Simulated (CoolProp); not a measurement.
Saturated liquid density (kg/m³) of n-octane: the reference equation beside estimates from Tc = 568.7 K, pc = 24.84 bar, ω = 0.398. Rackett uses Z = 0.29056 − 0.08775 ω.

Computed with CoolProp (reference Helmholtz-energy equation of state, Beckmüller 2019).

```json
[
 {"T (K)": "261.5", "reference": "727.8", "Rackett": "736.5", "van der Waals": "401.9", "Redlich-Kwong": "598.0", "Peng-Robinson": "692.6"},
 {"T (K)": "289.5", "reference": "705.5", "Rackett": "714.1", "van der Waals": "391.3", "Redlich-Kwong": "580.7", "Peng-Robinson": "677.7"},
 {"T (K)": "317.5", "reference": "682.7", "Rackett": "690.9", "van der Waals": "380.0", "Redlich-Kwong": "561.8", "Peng-Robinson": "660.9"},
 {"T (K)": "345.5", "reference": "659.2", "Rackett": "666.6", "van der Waals": "367.9", "Redlich-Kwong": "541.1", "Peng-Robinson": "641.9"},
 {"T (K)": "373.5", "reference": "634.6", "Rackett": "640.9", "van der Waals": "354.9", "Redlich-Kwong": "518.4", "Peng-Robinson": "620.0"},
 {"T (K)": "401.5", "reference": "608.6", "Rackett": "613.7", "van der Waals": "340.7", "Redlich-Kwong": "493.3", "Peng-Robinson": "594.9"},
 {"T (K)": "429.5", "reference": "580.6", "Rackett": "584.3", "van der Waals": "325.0", "Redlich-Kwong": "465.4", "Peng-Robinson": "565.4"},
 {"T (K)": "457.6", "reference": "549.7", "Rackett": "552.0", "van der Waals": "307.5", "Redlich-Kwong": "433.8", "Peng-Robinson": "530.4"},
 {"T (K)": "485.6", "reference": "514.5", "Rackett": "515.6", "van der Waals": "287.4", "Redlich-Kwong": "397.7", "Peng-Robinson": "487.9"},
 {"T (K)": "513.6", "reference": "472.2", "Rackett": "472.6", "van der Waals": "263.5", "Redlich-Kwong": "354.8", "Peng-Robinson": "434.3"}
]
```

Absolute difference from the reference over all 10 rows, mean and median: Rackett 0.8 and 0.9 %, van der Waals 44.2 and 44.2 %, Redlich-Kwong 19.7 and 18.6 %, Peng-Robinson 3.8 and 3.4 %.
